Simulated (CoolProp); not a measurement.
Normal hydrogen along the isobar 4250 kPa: Z from the reference equation and from simpler models built on Tc = 33.1 K, pc = 1296 kPa, ω = -0.219; each cubic takes its own stable root.

The numbers come from the reference Helmholtz-energy equation of state, Leachman 2009 in CoolProp.

```json
[
 {"T (K)": "31.5", "phase": "liquid", "reference": "0.5163"},
 {"T (K)": "54.2", "phase": "supercritical", "reference": "0.7891"},
 {"T (K)": "77", "phase": "supercritical", "reference": "0.9550"},
 {"T (K)": "99.7", "phase": "supercritical", "reference": "1.003"},
 {"T (K)": "122.5", "phase": "supercritical", "reference": "1.020"},
 {"T (K)": "145.3", "phase": "supercritical", "reference": "1.027"},
 {"T (K)": "168", "phase": "supercritical", "reference": "1.030"},
 {"T (K)": "190.8", "phase": "supercritical", "reference": "1.030"},
 {"T (K)": "213.5", "phase": "supercritical", "reference": "1.029"}
]
```

**Question.** How far does each simpler model (van der Waals, Redlich-Kwong, Soave-Redlich-Kwong, Peng-Robinson) lie from the reference over these 9 states: mean and median of the absolute difference, and the worst?

**Answer.** 
- van der Waals: mean 3.3 %, median 0.3 %, worst +24.9 % at 31.5 K and 4250 kPa
- Redlich-Kwong: mean 2.3 %, median 1.2 %, worst +8.6 % at 54.2 K and 4250 kPa
- Soave-Redlich-Kwong: mean 1.2 %, median 1.1 %, worst -2.1 % at 31.5 K and 4250 kPa
- Peng-Robinson: mean 5.1 %, median 3.8 %, worst -12.2 % at 31.5 K and 4250 kPa
